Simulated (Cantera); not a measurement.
An isothermal, constant-pressure homogeneous reactor starts with H2 : O2 : N2 = 0.03 : 1 : 0.021 (molar parts), equivalence ratio 0.015, at 1050 K and 20.0 Torr.

Model: GRI-Mech 3.0 (53 species, 325 reactions), integrated in Cantera. Radical loss at walls, strong at low pressure, is not modelled.

x: mole fraction; the columns are a selection and need not sum to one.

| t (s) | x H2 | x O2 | x H2O | x H2O2 | x HO2 | x OH | x O |
|---|---|---|---|---|---|---|---|
| 0.000100 | 0.0285 | 0.951 | 4.90e-11 | <1e-12 | 1.96e-10 | 9.53e-11 | 1.23e-10 |
| 0.000215 | 0.0285 | 0.951 | 3.51e-10 | <1e-12 | 4.27e-10 | 3.18e-10 | 4.89e-10 |
| 0.000464 | 0.0285 | 0.951 | 3.03e-9 | <1e-12 | 9.60e-10 | 1.56e-9 | 2.76e-9 |
| 0.00100 | 0.0285 | 0.951 | 6.75e-8 | 1.24e-12 | 3.13e-9 | 2.71e-8 | 4.98e-8 |
| 0.00215 | 0.0285 | 0.951 | 2.70e-5 | 1.18e-10 | 4.60e-7 | 1.05e-5 | 1.94e-5 |
| 0.00464 | 0.00248 | 0.935 | 0.0226 | (withheld) | 9.55e-6 | 0.00216 | 0.0124 |
| 0.0100 | 0.000242 | 0.942 | 0.0274 | (withheld) | 6.51e-6 | 0.000892 | 0.00842 |
| 0.0215 | 8.63e-5 | 0.947 | 0.0284 | (withheld) | 4.44e-6 | 0.000522 | 0.00329 |
| 0.0464 | 2.43e-5 | 0.950 | 0.0288 | (withheld) | 2.46e-6 | 0.000275 | 0.000961 |
| 0.100 | 5.78e-6 | 0.950 | 0.0289 | (withheld) | 1.11e-6 | 0.000137 | 0.000240 |
| 0.215 | 1.32e-6 | 0.951 | 0.0289 | (withheld) | 4.22e-7 | 6.80e-5 | 5.83e-5 |
| 0.464 | 3.21e-7 | 0.951 | 0.0289 | (withheld) | 1.46e-7 | 3.49e-5 | 1.52e-5 |
| 1.00 | 8.74e-8 | 0.951 | 0.0289 | (withheld) | 5.05e-8 | 1.89e-5 | 4.43e-6 |

### Question
What belongs in the gaps?

### Answer

- 0.00464, x H2O2: 3.53e-7
- 0.0100, x H2O2: 1.20e-7
- 0.0215, x H2O2: 1.08e-7
- 0.0464, x H2O2: 9.31e-8
- 0.100, x H2O2: 6.92e-8
- 0.215, x H2O2: 4.28e-8
- 0.464, x H2O2: 2.25e-8
- 1.00, x H2O2: 1.06e-8
